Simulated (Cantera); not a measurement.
Premixed flame

A freely propagating, adiabatic, planar premixed flame of CH4 : CO : O2 : N2 = 1 : 0.042 : 2.43 : 9.16 (molar parts), equivalence ratio 0.83, unburnt at 425 K and 1.00 bar; mixture-averaged transport, grid criteria slope 0.08 and curve 0.16, no radiation.

Detailed kinetics in Cantera: GRI-Mech 3.0 (53 species, 325 reactions). Burning velocities carry a grid error of a few per cent, more on coarse grids.

| z (mm) | T (K) | u (m/s) | x CH4 | x CO | x O2 | x C2H6 | x CO2 | x NO |
|---|---|---|---|---|---|---|---|---|
| -1.29 | 425 | 0.568 | 0.0791 | 0.00333 | 0.192 | 1.03e-8 | 1.81e-7 | <1e-8 |
| -0.861 | 427 | 0.570 | 0.0789 | 0.00335 | 0.192 | 2.17e-7 | 3.48e-6 | <1e-8 |
| -0.646 | 434 | 0.581 | 0.0784 | 0.00347 | 0.191 | 1.86e-6 | 2.74e-5 | <1e-8 |
| -0.430 | 490 | 0.658 | 0.0749 | 0.00456 | 0.187 | 2.73e-5 | 0.000356 | 5.61e-8 |
| -0.215 | 861 | 1.17 | 0.0537 | 0.0141 | 0.158 | 0.000416 | 0.00521 | 9.21e-7 |
| -0.108 | 1253 | 1.71 | 0.0298 | 0.0267 | 0.121 | 0.000595 | 0.0140 | 2.27e-6 |
| 0 | 1625 | 2.23 | 0.00693 | 0.0380 | 0.0777 | 6.81e-5 | 0.0286 | 4.47e-6 |
| 0.108 | 1776 | 2.43 | 0.000439 | 0.0332 | 0.0540 | 2.20e-7 | 0.0439 | 7.12e-6 |
| 0.215 | 1829 | 2.49 | 1.39e-5 | 0.0245 | 0.0462 | <1e-8 | 0.0546 | 9.07e-6 |
| 0.430 | 1895 | 2.57 | 3.22e-8 | 0.0159 | 0.0414 | <1e-8 | 0.0644 | 1.18e-5 |
| 0.861 | 1972 | 2.66 | <1e-8 | 0.0108 | 0.0383 | <1e-8 | 0.0702 | 1.59e-5 |
| 1.72 | 2042 | 2.74 | <1e-8 | 0.00726 | 0.0359 | <1e-8 | 0.0741 | 2.20e-5 |
| 3.44 | 2093 | 2.80 | <1e-8 | 0.00426 | 0.0341 | <1e-8 | 0.0774 | 3.05e-5 |
x: mole fraction of selected species; z is measured from the peak of heat release.

```
Item                          Value
------------------------  ---------
laminar burning velocity  56.7 cm/s
thermal thickness          0.430 mm
peak x(C2H6)               0.000633
grid points                     142
```
